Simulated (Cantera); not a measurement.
A closed system holds: 1 mol AlN, 3.3 mol N2, held at 350 Pa.

Equilibrium computed with Cantera from the NASA thermochemical tables; the gas is ideal and each condensed phase is pure. Candidate condensed phases: Al, AlN; 12 gas species. Ions and electrons are included (thermal ionisation). Equilibrium is a limit: real reactors are often held back by kinetics, nucleation or transport. All values below are at 3727 °C.

Base state: N2 0.758, Al 0.189, N 0.0261, e- 0.0134, Al+ 0.0134 (mole fractions); condensed: gas only.

Question: What changes in the equilibrium state with this change: AlN replaced by Si3N4?

Answer: 
```tsv
species	before	after
N2	0.758	0.618
Si	0	0.355
N	0.0261	0.0236
Al	0.189	0
Al+	0.0134	0
e-	0.0134	0.00150
Si+	0	0.00150
SiN	0	0.000417
```
The tables' values for SiN are old estimates; treat these amounts as uncertain. Further candidate phases: Si, Si3N4.
